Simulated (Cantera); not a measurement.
Input: 1 mol SiHCl3, 0.96 mol C3H8, 1100 mol H2, at 950 °C.

Equilibrium computed with Cantera from the NASA thermochemical tables; the gas is ideal and each condensed phase is pure. Candidate condensed phases: C, C6H6, C7H8, C8H18, Si, SiC; 109 gas species. Rates play no part.

Q: Which condensed phases are stable at each of these points (P (Pa)): 100, 320, 1000, 3200, 10000, 32000, 100000?

A: 
```
P (Pa)      condensed phases  Si condensed (%)
------  --------------------  ----------------
100     C(graphite) + SiC(s)             100.0
320     C(graphite) + SiC(s)             100.0
1000    C(graphite) + SiC(s)             100.0
3200    C(graphite) + SiC(s)             100.0
10000   C(graphite) + SiC(s)             100.0
32000                 SiC(s)             100.0
100000                SiC(s)              99.9
```

From 1.00 mbar to 0.100 bar the condensed part is C(graphite) + SiC(s). From 0.320 bar to 1.00 bar the condensed part is SiC(s).
